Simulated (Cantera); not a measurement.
A perfectly stirred reactor is fed with H₂ : O₂ = 0.034 : 1 (molar parts), at 20.0 Torr; it is held at 950 K, and followed from long to short residence time.

Computed with Cantera and the H2/O2 subset of GRI-Mech 3.0, which has no nitrogen chemistry. Radical loss at walls, strong at low pressure, is not modelled.

**Question.** What does this change do: temperature 950 to 1425 K?

**Answer.** 
```json
[
 {"quantity": "x(H₂) at τ = 6.50 s", "before": "0.000161", "after": "1.76e-5"},
 {"quantity": "x(O₂) at τ = 6.50 s", "before": "0.966", "after": "0.965"},
 {"quantity": "x(H₂O₂) at τ = 6.50 s", "before": "8.32e-8", "after": "1.32e-8"},
 {"quantity": "x(OH) at τ = 6.50 s", "before": "7.07e-5", "after": "0.000757"},
 {"quantity": "x(HO₂) at τ = 6.50 s", "before": "1.80e-6", "after": "3.07e-7"},
 {"quantity": "x(H₂) at τ = 84.0 ms", "before": "0.00173", "after": "0.000231"},
 {"quantity": "x(O₂) at τ = 84.0 ms", "before": "0.965", "after": "0.955"},
 {"quantity": "x(H₂O₂) at τ = 84.0 ms", "before": "2.76e-7", "after": "4.67e-8"},
 {"quantity": "x(OH) at τ = 84.0 ms", "before": "0.000434", "after": "0.00279"},
 {"quantity": "x(HO₂) at τ = 84.0 ms", "before": "8.61e-6", "after": "1.59e-6"}
]
```
